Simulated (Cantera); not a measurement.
## Thermodynamics of silicon nitride deposition, feed trisilylamine + NH3 + N2

Charge: 1 mol trisilylamine, 0.15 mol NH3, 38 mol N2, held at 1402 °C and 0.000450 bar.

Cantera equilibrium calculation (NASA polynomials, part measured and part estimated; ideal gas, pure solids and liquids). Candidate condensed phases: Si, Si3N4; 18 gas species. The feed counts by its element totals alone. The tables' values for SiN are old estimates; treat these amounts as uncertain. Rates play no part.

| Property | Value |
|---|---|
| x(N2) | 0.889 |
| x(H2) | 0.108 |
| x(H) | 0.00180 |
| x(Si) | 0.000964 |
| x(Si2N) | 2.29e-5 |
| x(SiN) | 1.27e-5 |
| x(SiH) | 1.13e-5 |
| x(Si2) | 3.76e-6 |
| x(SiH2) | 1.21e-6 |
| n(Si(s)) | 2.95 mol |
| gas amount | 43.38 mol |
